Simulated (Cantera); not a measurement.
Cantera run:

```python
import numpy as np
import cantera as ct

gas_names = """
    CL CLO CL2 H HCL HNO HNO2 HNO3 HOCL HO2 H2 H2O H2O2 Mg MgCL MgCL2 MgH MgN MgO MgOH MgO2H2 Mg2 N NH
    NH2 NH3 NH2OH NO NO2 NO3 N2 N2H2 N2H4 N2O O OH O2 O3
""".split()
cond_names = """
    H2O(s) H2O(L) Mg(cr) Mg(L) MgCL2(s) MgCL2(L) MgO(s) MgO(L) MgO2H2(s) NH4CL(a) NH4CL(b)
""".split()


def load(file, names, dense=False):
    # The tables refer to 1 bar. Condensed volumes are neglected.
    table = {s.name: s for s in ct.Species.list_from_file(file)}
    out = []
    for n in names:
        d = dict(table[n].input_data)
        d["thermo"] = dict(d["thermo"], **{"reference-pressure": 1e5})
        if dense:
            d["equation-of-state"] = {"model": "constant-volume", "density": "1e6 g/cm^3"}
        out.append(ct.Species.from_dict(d))
    return out


gas = ct.Solution(thermo="ideal-gas", species=load("nasa_gas.yaml", gas_names))
cond = {s.name: ct.Solution(thermo="fixed-stoichiometry", species=[s], name=s.name)
        for s in load("nasa_condensed.yaml", cond_names, dense=True)}
atoms = {
    'MgO': {'Mg': 1, 'O': 1},
    'Cl2': {'CL': 2},
    'N2': {'N': 2},
    'HCl': {'H': 1, 'CL': 1},
}
top_T = {}  # K; cautious upper limits of use, not melting points


def equilibrate(T, P, feed):
    n = {}
    for name, mol in feed.items():
        for a, k in atoms[name].items():
            n[a] = n.get(a, 0.0) + k * mol
    gas.TPX = T, P, n
    mass = sum(n.values()) * gas.mean_molecular_weight
    gas.equilibrate("TP")
    valid = [c for c in cond.values() if c.min_temp <= T <= top_T.get(c.name, c.max_temp)]
    mix = ct.Mixture([(gas, mass / gas.mean_molecular_weight)] + [(c, 0.0) for c in valid])
    mix.T, mix.P = T, P
    mix.equilibrate("TP", solver="vcs", rtol=1e-11, max_steps=5000)
    return mix


results = []
feed = {'MgO': 1, 'Cl2': 2.3, 'N2': 3, 'HCl': 8.9}  # mol
T = 1273  # K
P = 10000  # Pa
mix = equilibrate(T, P, feed)
results.append((T, P, feed, dict(zip(mix.species_names, mix.species_moles))))
x = sorted(zip(gas.X, gas.species_names), reverse=True)
print(f"T = {T:g} K  P = {P:g} Pa  gas = {mix.phase_moles(0):.4g} mol")
print("   x: " + "  ".join(f"{s} {v:.3e}" for v, s in x if v > 1e-05))
print("   condensed (mol): " + ("  ".join(f"{mix.phase(i).name} {mix.phase_moles(i):.4g}"
      for i in range(1, mix.n_phases) if mix.phase_moles(i) > 1e-12) or "none"))
```

It prints:

```
T = 1273 K  P = 10000 Pa  gas = 14.48 mol
   x: HCL 5.993e-01  N2 2.072e-01  CL2 1.260e-01  MgCL2 3.513e-02  O2 1.367e-02  CL 1.089e-02  H2O 7.724e-03  NO 4.328e-05  CLO 1.387e-05
   condensed (mol): MgO(s) 0.4914
```

Cantera equilibrium calculation (NASA polynomials, part measured and part estimated; ideal gas, pure solids and liquids).
